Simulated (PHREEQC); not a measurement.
Dissolve 19 mmol/kgw FeCl3, 63 mmol/kgw CaCl2, 0.7 mmol/kgw NaH2PO4 and 0.054 mmol/kgw NaCl at 25 °C. Closed to the air; pH follows from the charge balance.

All values are PHREEQC results (ion-association model, wateq4f.dat), not measurements.

No solid was allowed to form.

Problem. Order these Cl species by the share of Cl that they hold, largest first: Cl-, FeCl+2, FeCl2+.

Solution. Cl- (95 %), FeCl+2 (3.6 %), FeCl2+ (1.4 %)

Problem. Order these Fe species by the share of Fe that they hold, largest first: Fe2(OH)2+4, Fe+3, FeOH+2, FeCl+2, FeCl2+.

Solution. FeCl+2 (35 %), Fe+3 (23 %), Fe2(OH)2+4 (16 %), FeOH+2 (13 %), FeCl2+ (6.8 %)

The pH is 2.31 and the ionic strength 0.270 mol/kgw. Examples of supersaturated solids here: Strengite, Hematite (slow to form). Others may be too. Species that the database lacks are ignored. H3PO4, which wateq4f.dat lacks, is added to it with the constant of phreeqc.dat.
